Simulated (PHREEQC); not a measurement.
A solution holds 71 mmol/kgw ZnSO4, at 25 °C. Closed to the air; pH follows from the charge balance.

The numbers come from PHREEQC with the ion-association model, phreeqc.dat.

No solid was allowed to form.

**Question.** Predict the pH, density, ionic strength.

**Answer.** pH 5.57; density 1.008 g/cm³; ionic strength 0.148 mol/kgw.

**Question.** In which forms is Zn present?

**Answer.** Zn+2 52 %, ZnSO4 38 %, Zn(SO4)2-2 9.5 % of the Zn.

Species that the database lacks are ignored.
